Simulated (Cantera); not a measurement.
Input (Python, Cantera):

```python
import numpy as np
import cantera as ct

gas = ct.Solution("gri30.yaml")
gas.TPX = 1325, 7900, {'N2O': 1, 'N2': 0.12}
inlet = ct.Reservoir(gas, clone=True)

reactor = ct.IdealGasConstPressureReactor(gas, energy="off", clone=False)
exhaust = ct.Reservoir(gas, clone=True)
tau = [0.37, 0.13, 0.047, 0.017, 0.0061, 0.0022, 0.00077, 0.00028][0]
for a, b in ((inlet, reactor), (reactor, exhaust)):
    ct.MassFlowController(a, b, mdot=lambda t: reactor.mass / tau)
net = ct.ReactorNet([reactor])
show = ['N2O', 'NO2', 'O2', 'NO', 'N2', 'O']

rows = []
print(f"{'tau/s':>10s}{'T/K':>9s}" + "".join(f"{s:>11s}" for s in show))
for tau in [0.37, 0.13, 0.047, 0.017, 0.0061, 0.0022, 0.00077, 0.00028]:
    net.initial_time = 0.0
    net.advance(30 * tau)
    before = gas.X
    net.advance(40 * tau)
    drift = np.max(np.abs(gas.X - before) / (gas.X + 1e-9))
    rows.append([gas.T, *gas[show].X, drift])
    print(f"{tau:10.3e}{gas.T:9.1f}" + "".join(f"{x:11.3e}" for x in gas[show].X))
```

Result:

```
     tau/s      T/K        N2O        NO2         O2         NO         N2          O
 3.700e-01   1325.0  7.314e-01  1.190e-05  4.688e-02  1.784e-02  2.039e-01  1.044e-05
 1.300e-01   1325.0  8.285e-01  4.072e-06  1.868e-02  7.123e-03  1.457e-01  1.047e-05
 4.700e-02   1325.0  8.685e-01  1.143e-06  7.077e-03  2.701e-03  1.218e-01  1.048e-05
 1.700e-02   1325.0  8.839e-01  2.461e-07  2.600e-03  9.926e-04  1.125e-01  1.046e-05
 6.100e-03   1325.0  8.896e-01  4.081e-08  9.335e-04  3.565e-04  1.091e-01  1.040e-05
 2.200e-03   1325.0  8.917e-01  5.759e-09  3.320e-04  1.268e-04  1.078e-01  1.023e-05
 7.700e-04   1325.0  8.925e-01  6.735e-10  1.111e-04  4.243e-05  1.074e-01  9.772e-06
 2.800e-04   1325.0  8.927e-01  7.209e-11  3.608e-05  1.378e-05  1.072e-01  8.723e-06
```

Computed with Cantera and GRI-Mech 3.0 (53 species, 325 reactions). GRI-Mech 3.0 was tuned for natural gas; its chemistry of N2O as a main component is partial and can be far from experiment. The mechanism lacks the step 2 NO + O2 → 2 NO2, which can matter for NO2 below about 1400 K. The temperature is held fixed by assumption; the heat of reaction is taken as removed at once.
